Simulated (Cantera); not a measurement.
An isothermal, constant-pressure homogeneous reactor starts with NH₃ : N₂ = 1 : 0.18 (molar parts), at 2075 K and 760 Torr. Integrator tolerance rtol = 1e-08.

Cantera simulation using the gas-phase N/H chemistry of the illustrative SiF4/NH3 mechanism in the Surface Chemkin manual (1991); the numbers are that mechanism's predictions, not measurements. Walls and surfaces, which speed up NH3 decomposition in real reactors, are not modelled.

What does this change do: temperature 2075 to 1423 K?


```csv
quantity,before,after
x(NH₃) at 20.0 s,8.00e-6 (gas-phase equilibrium 5.72e-6),0.719 (gas-phase equilibrium 2.51e-5)
x(N₂H₂) at 20.0 s,1.04e-12 (gas-phase equilibrium 1.02e-12),1.12e-7 (gas-phase equilibrium <1e-12)
x(H) at 20.0 s,0.00221 (gas-phase equilibrium 0.00221),1.17e-6 (gas-phase equilibrium 5.51e-6)
x(N₂) at 20.0 s,0.312 (gas-phase equilibrium 0.312),0.177 (gas-phase equilibrium 0.312)
x(NH) at 20.0 s,7.37e-9 (gas-phase equilibrium 5.26e-9),2.16e-8 (gas-phase equilibrium <1e-12)
x(N₂H₄) at 20.0 s,<1e-12 (gas-phase equilibrium <1e-12),1.04e-7 (gas-phase equilibrium <1e-12)
x(H₂) at 20.0 s,0.686 (gas-phase equilibrium 0.686),0.104 (gas-phase equilibrium 0.688)
```
